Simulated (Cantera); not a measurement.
What does this Cantera script print?

```python
import numpy as np
import cantera as ct

gas_names = [...]  # 110 gases of nasa_gas.yaml made of C, H, O
cond_names = """
    C(gr) C6H6(L) C7H8(L) C8H18(L),n-octa H2O(s) H2O(L)
""".split()


# ... load() reads the species with a 1 bar reference pressure and builds the phases ...
atoms = {
    'CO2': {'C': 1, 'O': 2},
    'H2O': {'H': 2, 'O': 1},
    'O2': {'O': 2},
}
top_T = {'C(gr)': 4500}  # K; cautious upper limits of use, not melting points


# ... equilibrate(T, P, feed) seeds the gas with the atoms and calls Mixture.equilibrate('TP', solver="vcs", rtol=1e-11, max_steps=5000) ...
results = []
feed = {'CO2': 1, 'H2O': 0.14, 'O2': 0.055}  # mol
T = 550  # K
P = 150000  # Pa
mix = equilibrate(T, P, feed)
results.append((T, P, feed, dict(zip(mix.species_names, mix.species_moles))))
x = sorted(zip(gas.X, gas.species_names), reverse=True)
print(f"T = {T:g} K  P = {P:g} Pa  gas = {mix.phase_moles(0):.4g} mol")
print("   x: " + "  ".join(f"{s} {v:.3e}" for v, s in x if v > 0.0001))
print("   condensed (mol): " + ("  ".join(f"{mix.phase(i).name} {mix.phase_moles(i):.4g}"
      for i in range(1, mix.n_phases) if mix.phase_moles(i) > 1e-12) or "none"))
```

Output:

```
T = 550 K  P = 150000 Pa  gas = 1.195 mol
   x: CO2 8.368e-01  H2O 1.172e-01  O2 4.603e-02
   condensed (mol): none
```

These are equilibrium values from Cantera (NASA tables, ideal gas, pure condensed phases), not measurements of a reactor.
